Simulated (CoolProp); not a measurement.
Vapour pressure (MPa) of R365MFC: the reference equation beside estimates from Tc = 460.0 K, pc = 3.266 MPa, ω = 0.377. Clausius-Clapeyron is anchored at 330.3 K with a constant enthalpy of vaporisation of 26.60 kJ/mol.

Computed with CoolProp (reference Helmholtz-energy equation of state, Lemmon 2016).

```json
[
 {"T (K)": "297.3", "reference": "0.05484", "Clausius-Clapeyron": "0.06133", "van der Waals": "0.4302", "Soave-Redlich-Kwong": "0.05403"},
 {"T (K)": "313.8", "reference": "0.1030", "Clausius-Clapeyron": "0.1080", "van der Waals": "0.5733", "Soave-Redlich-Kwong": "0.1025"},
 {"T (K)": "330.3", "reference": "0.1797", "Clausius-Clapeyron": "0.1797", "van der Waals": "0.7446", "Soave-Redlich-Kwong": "0.1803"},
 {"T (K)": "346.8", "reference": "0.2949", "Clausius-Clapeyron": "0.2849", "van der Waals": "0.9461", "Soave-Redlich-Kwong": "0.2981"},
 {"T (K)": "363.2", "reference": "0.4586", "Clausius-Clapeyron": "0.4321", "van der Waals": "1.178", "Soave-Redlich-Kwong": "0.4665"},
 {"T (K)": "379.7", "reference": "0.6854", "Clausius-Clapeyron": "0.6336", "van der Waals": "1.445", "Soave-Redlich-Kwong": "0.7009"},
 {"T (K)": "396.2", "reference": "0.9886", "Clausius-Clapeyron": "0.8998", "van der Waals": "1.747", "Soave-Redlich-Kwong": "1.014"},
 {"T (K)": "412.7", "reference": "1.385", "Clausius-Clapeyron": "1.243", "van der Waals": "2.085", "Soave-Redlich-Kwong": "1.423"},
 {"T (K)": "429.2", "reference": "1.895", "Clausius-Clapeyron": "1.674", "van der Waals": "2.461", "Soave-Redlich-Kwong": "1.942"}
]
```

Absolute difference from the reference over all 9 rows, mean and median: Clausius-Clapeyron 7.1 and 7.6 %, van der Waals 233.5 and 156.9 %, Soave-Redlich-Kwong 1.7 and 1.7 %.
